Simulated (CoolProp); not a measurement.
The fluid at 467.5 K and 0.11 MPa (gas) is heated at constant pressure to 529.5 K. The same conditions are run with several fluids, on thermodynamics alone (safety and materials aside).

The numbers come from the reference Helmholtz-energy equation of state of each fluid (sulfur hexafluoride: Guder 2009; isobutane: Bücker 2006; water: Wagner 2002) in CoolProp.

| fluid | heat (kJ/kg) | final density (kg/m³) |
|---|---|---|
| sulfur hexafluoride | 54.5 | 3.65 |
| isobutane | ? | ? |
| water | ? | ? |

### Question
Fill in the missing entries.

### Answer

- isobutane, heat (kJ/kg): 159
- isobutane, final density (kg/m³): 1.46
- water, heat (kJ/kg): 123
- water, final density (kg/m³): 0.452
